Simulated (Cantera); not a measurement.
Input: 1 mol CaCO3, 0.033 mol CO2, 2.6 mol H2O, at 425 °C and 91.0 mbar.

Cantera equilibrium calculation (NASA polynomials, part measured and part estimated; ideal gas, pure solids and liquids). Candidate condensed phases: C, C6H6, C7H8, C8H18, Ca, CaCO3, CaO, Ca(OH)2, H2O; 115 gas species. Rates play no part.

Base state: H2O 0.987, CO2 0.0125 (mole fractions); condensed: CaCO3(calcite).

**Question.** What changes in the equilibrium state with this change: 0.0013 mol CH4 added?

**Answer.** 
```tsv
species	before	after
H2O	0.987	0.985
CO2	0.0125	0.0130
H2	<1e-9	0.00197
CaCO3(calcite), mol	1.00	1.00
```
